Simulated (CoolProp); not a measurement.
Computed with CoolProp (reference Helmholtz-energy equation of state, Gao 2016).

Give the vapour pressure (MPa), liquid density (kg/m³), vapour density (kg/m³), liquid cp (kJ/(kg K)) of saturated sulfur dioxide at 122.25 °C.


| T (°C) | p (MPa) | liquid density (kg/m³) | vapour density (kg/m³) | liquid cp (kJ/(kg K)) |
|---|---|---|---|---|
| 122.25 | 4.29 | 1000 | 129 | 2.05 |
